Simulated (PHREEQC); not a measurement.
PHREEQC input (Pitzer model, pitzer.dat):

```
SOLUTION 1
  temp 30
  units mol/kgw
  pH 7 charge
  S(6) 0.0641
  Na 0.0122
  K 0.116
END
USE solution 1
INCREMENTAL_REACTIONS false
REACTION 1
  H2O -1
  0 9.886 18.011 24.689 30.178 34.689 38.397 41.444
  43.949 46.007 47.699 49.089 50.232 51.172 51.944 52.578
  53.1 53.528 53.88 54.17 54.408 54.603 54.764 54.896
  55.005 55.094 55.168 55.228 moles
EQUILIBRIUM_PHASES 1
  Arcanite 0 0
  Glaserite 0 0
  Mirabilite 0 0
  Misenite 0 0
  Thenardite 0 0
SELECTED_OUTPUT 1
  -reset false
  -pH true
  -pe true
  -ionic_strength true
  -water true
  -activities H2O
  -totals K Na S
  -molalities H+ Na+ K+ SO4-2 OH- HSO4-
  -equilibrium_phases Arcanite Glaserite Mirabilite Misenite Thenardite
PRINT
  -reset false
END
```

Selected output (columns that matter, 26 of 28 rows; water left (kg) added in front):

```
water left (kg)	pH	mu	K	Na	S	m_H+	m_Na+	m_K+	m_SO4-2	m_OH-	la_H2O	Arcanite	Glaserite
1	7.1607	0.1923	0.116	0.0122	0.0641	1.079e-07	0.0122	0.116	0.0641	2.8742e-07	-0.0012115	0	0
0.821894	7.1779	0.23397	0.14114	0.014844	0.077991	1.0756e-07	0.014844	0.14114	0.07799	3.0371e-07	-0.0014542	0	0
0.675514	7.1955	0.28467	0.17172	0.01806	0.094891	1.0738e-07	0.01806	0.17172	0.094891	3.2096e-07	-0.0017446	0	0
0.555203	7.2133	0.34636	0.20893	0.021974	0.11545	1.0732e-07	0.021974	0.20893	0.11545	3.3915e-07	-0.002092	0	0
0.456313	7.2314	0.42142	0.25421	0.026736	0.14047	1.0738e-07	0.026736	0.25421	0.14047	3.5822e-07	-0.0025073	0	0
0.375043	7.2498	0.51274	0.3093	0.03253	0.17091	1.075e-07	0.03253	0.3093	0.17091	3.7809e-07	-0.0030035	0	0
0.30824	7.2684	0.62387	0.37633	0.03958	0.20796	1.0758e-07	0.03958	0.37633	0.20795	3.9868e-07	-0.0035958	0	0
0.208215	7.3071	0.92356	0.55712	0.058593	0.30786	1.0712e-07	0.058593	0.55712	0.30785	4.4148e-07	-0.0051452	0	0
0.171138	7.3272	1.1237	0.67782	0.071288	0.37455	1.061e-07	0.071288	0.67782	0.37455	4.6344e-07	-0.0061502	0	0
0.140655	7.3483	1.3672	0.82471	0.086737	0.45573	1.0407e-07	0.086737	0.82471	0.45573	4.8565e-07	-0.0073509	0	0
0.115613	7.3706	1.6633	1.0034	0.10552	0.55444	1.0052e-07	0.10552	1.0034	0.55444	5.081e-07	-0.0087879	0	0
0.0950203	7.3947	2.0238	1.2208	0.12839	0.67459	9.4817e-08	0.12839	1.2208	0.67459	5.3107e-07	-0.010517	0	0
0.0780853	7.4113	2.3063	1.3813	0.15624	0.76878	8.9659e-08	0.15624	1.3813	0.76878	5.4681e-07	-0.011864	0.0040695	0
0.0641769	7.4123	2.3634	1.3855	0.1901	0.78781	8.9085e-08	0.1901	1.3855	0.7878	5.4933e-07	-0.012126	0.013541	0
0.0527548	7.4135	2.4327	1.3906	0.23126	0.81092	8.8367e-08	0.23126	1.3906	0.81092	5.5229e-07	-0.012444	0.02132	0
0.0433504	7.4149	2.5172	1.3967	0.28143	0.83907	8.7465e-08	0.28143	1.3967	0.83907	5.5575e-07	-0.01283	0.027726	0
0.0356396	7.4166	2.6196	1.4041	0.34232	0.87319	8.6332e-08	0.34232	1.4041	0.87319	5.5974e-07	-0.013297	0.03298	0
0.0292979	7.4186	2.744	1.4129	0.41641	0.91465	8.4905e-08	0.41641	1.4129	0.91465	5.6432e-07	-0.013863	0.037303	0
0.0240733	7.4209	2.8954	1.4235	0.50679	0.96512	8.3101e-08	0.50679	1.4235	0.96512	5.6954e-07	-0.014551	0.040866	0
0.0162724	7.4267	3.3004	1.4505	0.74974	1.1001	7.799e-08	0.74974	1.4505	1.1001	5.8185e-07	-0.016386	0.046198	0
0.0133718	7.4304	3.5697	1.4675	0.91237	1.1899	7.4428e-08	0.91237	1.4675	1.1899	5.8896e-07	-0.017607	0.048189	0
0.0109937	7.4346	3.8948	1.4868	1.1097	1.2983	7.0036e-08	1.1097	1.4868	1.2983	5.9665e-07	-0.019084	0.049827	0
0.00902993	7.4357	3.9823	1.4918	1.1631	1.3274	6.8844e-08	1.1631	1.4918	1.3274	5.9858e-07	-0.019482	0.048718	0.0016976
0.0074265	7.4357	3.9823	1.4918	1.1631	1.3274	6.8844e-08	1.1631	1.4918	1.3274	5.9858e-07	-0.019482	0.047117	0.0035625
0.00609332	7.4357	3.9823	1.4918	1.1631	1.3274	6.8844e-08	1.1631	1.4918	1.3274	5.9858e-07	-0.019482	0.045785	0.0051131
0.00501236	7.4357	3.9823	1.4918	1.1631	1.3274	6.8844e-08	1.1631	1.4918	1.3274	5.9858e-07	-0.019482	0.044706	0.0063703
```
